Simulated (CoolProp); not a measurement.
Computed with CoolProp (reference Helmholtz-energy equation of state, Zhou 2012).

Give the vapour pressure (kPa), vapour density (kg/m³), liquid cp (kJ/(kg K)), surface tension (mN/m) of saturated o-xylene at 51.15, 192.65 °C.


| T (°C) | p (kPa) | vapour density (kg/m³) | liquid cp (kJ/(kg K)) | surface tension (mN/m) |
|---|---|---|---|---|
| 51.15 | 3.61 | 0.143 | 1.85 | 26.7 |
| 192.65 | 312 | 9.52 | 2.36 | 12.5 |

Surface tension comes from a separate correlation (Mulero 2014).
